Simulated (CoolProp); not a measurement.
Sulfur hexafluoride along the isotherm -43.65 °C: fugacity coefficient from the reference equation and from simpler models built on Tc = 45.6 °C, pc = 3.755 MPa, ω = 0.210; each cubic takes its own stable root.

Values from CoolProp's reference Helmholtz-energy equation of state, Guder 2009.

```
p (MPa)   phase  reference
-------  ------  ---------
0.0178      gas     0.9954
0.0288      gas     0.9926
0.0465      gas     0.9880
0.0751      gas     0.9807
0.121       gas     0.9688
0.196       gas     0.9494
0.317    liquid     0.8614
0.512    liquid     0.5378
0.827    liquid     0.3374
1.34     liquid     0.2128
2.16     liquid     0.1366
3.49     liquid    0.08939
```

Problem. How far does each simpler model (van der Waals, Soave-Redlich-Kwong) lie from the reference over these 12 states: mean and median of the absolute difference, and the worst?

Solution. 
- van der Waals: mean 63.3 %, median 5.8 %, worst +180.9 % at -43.65 °C and 3.49 MPa
- Soave-Redlich-Kwong: mean 1.3 %, median 1.3 %, worst +2.9 % at -43.65 °C and 3.49 MPa

At some of these states van der Waals gives the other phase, because its saturation line lies elsewhere.
